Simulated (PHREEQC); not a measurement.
Synthetic water in mg/kgw, 25 °C, pH 6.99, pe 10.1: Na 0.322; K 0.0251; Ca 0.615; Mg 0.733; Cl 1.65; S(6) as SO4 1.48; Alkalinity as HCO3 1.88; Sr 0.00221.

Valence states are taken as typed.

Computed with PHREEQC (ion-association model, phreeqc.dat).

Precipitation was switched off in this run.

What charge-balance error does the model give?

charge-balance error -1.2 %.

In which forms is C present?

HCO3- 81 %, CO2 18 % of the C.

Species that the database lacks are ignored.
